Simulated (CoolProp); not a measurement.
Model: reference Helmholtz-energy equation of state, Guder 2009, in CoolProp.

Give the vapour pressure (kPa), liquid density (kg/m³), liquid cp (kJ/(kg K)), liquid viscosity (µPa s) of saturated sulfur hexafluoride at -23.85, 13.95, 26.55 °C.


```tsv
T (°C)	p (kPa)	liquid density (kg/m³)	liquid cp (kJ/(kg K))	liquid viscosity (µPa s)
-23.85	608	1710	0.924	276
13.95	1810	1450	1.15	144
26.55	2450	1320	1.37	112
```

Viscosity comes from a separate model (Quiñones-Cisneros 2012).
